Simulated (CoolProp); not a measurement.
The numbers come from the reference Helmholtz-energy equation of state, de Vries 1995 in CoolProp.

Task: Give the vapour pressure (kPa), liquid density (kg/m³), vapour density (kg/m³), enthalpy of vaporisation (kJ/kg) of saturated R124 at 323.7 K.

Result: 
```json
[
 {"T (K)": "323.7", "p (kPa)": "787", "liquid density (kg/m³)": "1260", "vapour density (kg/m³)": "48.6", "enthalpy of vaporisation (kJ/kg)": "130"}
]
```
